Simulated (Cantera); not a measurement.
A closed system holds: 1 mol SiO2, 0.004 mol Si, a varied amount of H2, equilibrated at 0.0100 bar.

Equilibrium computed with Cantera from the NASA thermochemical tables; the gas is ideal and each condensed phase is pure. Candidate condensed phases: H2O, Si, SiO2; 18 gas species. The tables hold silica as quartz up to 1696 K and as liquid above; real silica turns to tridymite and cristobalite and melts near 1996 K. Kinetics and transport are ignored.

Stable condensed phases, one row left out:

```
T in K \ n(H2) in mol
         0.64 0.97  1.3  1.6    2  2.3  2.7    3  3.3  3.7    4  4.3
   2700     A    A    A    A    A    A    A    A    A    A    A    A
   2625     A    A    A    A    A    A    A    A    A    A    A    A
   2550     A    A    A    A    A    A    A    A    A    A    A    A
   2475     B    A    A    A    A    A    A    A    A    A    A    A
   2400     B    B    A    A    A    A    A    A    A    A    A    A
   2325     B    B    B    B    A    A    A    A    A    A    A    A
   2175     B    B    B    B    B    B    B    B    B    A    A    A
   2100     B    B    B    B    B    B    B    B    B    B    B    B
   2025     B    B    B    B    B    B    B    B    B    B    B    B
   1950     B    B    B    B    B    B    B    B    B    B    B    B
```

A: gas only; B: SiO2.

Give the row for 2250 K.

0.64: SiO2; 0.97: SiO2; 1.3: SiO2; 1.6: SiO2; 2: SiO2; 2.3: SiO2; 2.7: gas only; 3: gas only; 3.3: gas only; 3.7: gas only; 4: gas only; 4.3: gas only.
